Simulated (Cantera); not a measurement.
An isothermal, constant-pressure homogeneous reactor starts with CH4 : O2 : N2 = 0.0061 : 0.009 : 1 (molar parts), equivalence ratio 1.4, at 1025 K and 10.0 bar. Integrator tolerance rtol = 1e-08.

Model: GRI-Mech 3.0 (53 species, 325 reactions), integrated in Cantera.

### Question
What does this change do: pressure from 10.0 bar to 5.00 bar?

### Answer
| quantity | before | after |
|---|---|---|
| x(CH4) at 3.00 s | 0.000430 (gas-phase equilibrium 4.04e-8) | 0.00593 (gas-phase equilibrium 1.01e-8) |
| x(O2) at 3.00 s | 0.000184 (gas-phase equilibrium <1e-12) | 0.00881 (gas-phase equilibrium <1e-12) |
| x(HO2) at 3.00 s | 1.51e-7 (gas-phase equilibrium <1e-12) | 1.28e-7 (gas-phase equilibrium <1e-12) |
| x(H2) at 3.00 s | 0.00115 (gas-phase equilibrium 0.00442) | 1.35e-5 (gas-phase equilibrium 0.00442) |
| x(OH) at 3.00 s | 7.34e-10 (gas-phase equilibrium <1e-12) | 1.71e-10 (gas-phase equilibrium <1e-12) |
| x(CH2CO) at 3.00 s | 1.48e-6 (gas-phase equilibrium <1e-12) | 9.33e-9 (gas-phase equilibrium <1e-12) |

### Question
What does this change do: N2 1 to 0.18 parts?

### Answer
```json
[
 {"quantity": "x(CH4) at 3.00 s", "before": "0.000430 (gas-phase equilibrium 4.04e-8)", "after": "0.00247 (gas-phase equilibrium 5.45e-6)"},
 {"quantity": "x(O2) at 3.00 s", "before": "0.000184 (gas-phase equilibrium <1e-12)", "after": "4.31e-5 (gas-phase equilibrium <1e-12)"},
 {"quantity": "x(HO2) at 3.00 s", "before": "1.51e-7 (gas-phase equilibrium <1e-12)", "after": "5.80e-9 (gas-phase equilibrium <1e-12)"},
 {"quantity": "x(H2) at 3.00 s", "before": "0.00115 (gas-phase equilibrium 0.00442)", "after": "0.00451 (gas-phase equilibrium 0.0227)"},
 {"quantity": "x(OH) at 3.00 s", "before": "7.34e-10 (gas-phase equilibrium <1e-12)", "after": "8.55e-11 (gas-phase equilibrium <1e-12)"},
 {"quantity": "x(CH2CO) at 3.00 s", "before": "1.48e-6 (gas-phase equilibrium <1e-12)", "after": "2.66e-6 (gas-phase equilibrium <1e-12)"}
]
```
The temperature is held fixed by assumption; the heat of reaction is taken as removed at once.
